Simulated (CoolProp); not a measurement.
Ammonia at several states: Z from the reference equation and from simpler models built on Tc = 405.6 K, pc = 11360 kPa, ω = 0.256; each cubic takes its own stable root.

Model: reference Helmholtz-energy equation of state, Gao 2020, in CoolProp.

```json
[
 {"T (K)": "446.4", "p (kPa)": "18.9", "phase": "gas", "reference": "0.9996"},
 {"T (K)": "519.4", "p (kPa)": "1300", "phase": "gas", "reference": "0.9829"},
 {"T (K)": "431.2", "p (kPa)": "904", "phase": "gas", "reference": "0.9761"},
 {"T (K)": "498", "p (kPa)": "20700", "phase": "supercritical", "reference": "0.6553"},
 {"T (K)": "585.5", "p (kPa)": "7210", "phase": "gas", "reference": "0.9413"},
 {"T (K)": "227.5", "p (kPa)": "155", "phase": "liquid", "reference": "0.002003"}
]
```

How far does each simpler model (Soave-Redlich-Kwong, Peng-Robinson) lie from the reference over these 6 states: mean and median of the absolute difference, and the worst?


- Soave-Redlich-Kwong: mean 6.2 %, median 0.7 %, worst +26.5 % at 227.5 K and 155 kPa
- Peng-Robinson: mean 2.8 %, median 0.3 %, worst +12.2 % at 227.5 K and 155 kPa
